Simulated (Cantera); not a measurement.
A perfectly stirred reactor is fed with CH4 : C2H6 : O2 : N2 = 1 : 0.23 : 4.75 : 17.9 (molar parts), at 1.00 atm; it is adiabatic with a 650 K inlet, and is followed from long to short residence time, starting on the burning branch (τ in s: 0.066, 0.02, 0.0061, 0.0019, 0.00056, 0.00017, 5.2e-05, 1.6e-05, 4.8e-06).

Model: GRI-Mech 3.0 (53 species, 325 reactions), integrated in Cantera.

One state of this run: T (K) = 1790; x CH4 = 0.000158; x C2H6 = 9.21e-6; x O2 = 0.0838; x C2H = 4.69e-9; x NO2 = 7.52e-9; x CH2O = 2.72e-5. x: mole fraction; the columns are a selection and need not sum to one.

### Question
Which value of τ (s) does it belong to?
A. 0.0019
B. 0.020
C. 0.00056
D. 0.00017

### Answer
C, 0.00056
